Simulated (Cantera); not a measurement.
# Equilibrium for silicon carbide growth: SiCl₄ + CH₄ + H₂

A closed system holds: 1 mol SiCl₄, 1.3 mol CH₄, 250 mol H₂, equilibrated at 41.0 mbar.

Equilibrium computed with Cantera from the NASA thermochemical tables; the gas is ideal and each condensed phase is pure. Candidate condensed phases: C, C₆H₆, C₇H₈, C₈H₁₈, Si, SiC; 109 gas species. The tables' values for SiCl are old estimates; treat these amounts as uncertain. Gases not in the tables: Si₂H₆ and higher silanes. Equilibrium is a limit: real reactors are often held back by kinetics, nucleation or transport.

| T (K) | log p H₂ | log p H | log p HCl | log p Si | log p C₂H₂ (acetylene) | log p Cl | n SiC(s) | n C(graphite) |
|---|---|---|---|---|---|---|---|---|
| 1000 | -1.39 | -9.34 | -3.19 | <-13 | -11.33 | -11.17 | 0.994 | 0 |
| 1200 | -1.39 | -7.40 | -3.19 | <-13 | -8.38 | -9.26 | 1.000 | 0.141 |
| 1400 | -1.39 | -6.01 | -3.19 | -11.40 | -6.99 | -7.89 | 0.999 | 0.256 |
| 1600 | -1.39 | -4.96 | -3.19 | -8.99 | -5.95 | -6.86 | 0.998 | 0.272 |
| 1800 | -1.39 | -4.14 | -3.19 | -7.12 | -5.15 | -6.06 | 0.994 | 0.210 |
| 2000 | -1.40 | -3.49 | -3.20 | -5.59 | -4.58 | -5.42 | 0.968 | 0 |
| 2200 | -1.41 | -2.95 | -3.21 | -4.28 | -4.25 | -4.90 | 0.537 | 0 |
| 2400 | -1.43 | -2.51 | -3.24 | -3.89 | -4.05 | -4.47 | 0 | 0 |
| 2600 | -1.48 | -2.16 | -3.29 | -3.88 | -4.07 | -4.12 | 0 | 0 |
log p: log10 of the partial pressure in bar; n: condensed amount in mol.

At 1000 K the condensed part is SiC(s). From 1200 K to 1800 K the condensed part is C(graphite) + SiC(s). From 2000 K to 2200 K the condensed part is SiC(s). From 2400 K to 2600 K nothing is condensed. The main Si-bearing gas is SiCl₄ at 1000 K and Si at 2600 K.
